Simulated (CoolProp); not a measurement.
Saturated liquid density (kg/m³) of n-perfluoropentane: the reference equation beside estimates from Tc = 147.9 °C, pc = 2.063 MPa, ω = 0.436. Rackett uses Z = 0.29056 − 0.08775 ω.

Model: reference Helmholtz-energy equation of state, Gao 2022, in CoolProp.

```csv
T (°C),reference,Rackett,van der Waals,Soave-Redlich-Kwong,Peng-Robinson
-81.55,1921,2142,1140,1755,1969
-69.25,1885,2103,1123,1733,1946
-56.95,1850,2064,1104,1708,1920
-44.65,1815,2024,1086,1682,1893
-32.35,1780,1982,1066,[?],1863
-20.15,1744,[?],1046,1625,1832
-7.85,1708,1897,1024,1593,1797
4.45,1670,1852,1002,1558,1759
16.75,1632,1805,978.4,1520,1718
29.05,1591,1756,953.6,1479,[?]
41.35,1549,[?],927.3,1433,1624
53.65,1504,1651,899.2,1384,1569
65.95,1456,1594,[?],1329,1508
```

Q: Some entries are withheld; supply them.

A: 
- -32.35, Soave-Redlich-Kwong: 1655
- -20.15, Rackett: 1940
- 29.05, Peng-Robinson: 1673
- 41.35, Rackett: 1705
- 65.95, van der Waals: 869.1

Absolute difference from the reference over all 13 rows, mean and median: Rackett 10.8 and 11.1 %, van der Waals 40.2 and 40.1 %, Soave-Redlich-Kwong 7.5 and 7.3 %, Peng-Robinson 4.4 and 4.7 %.
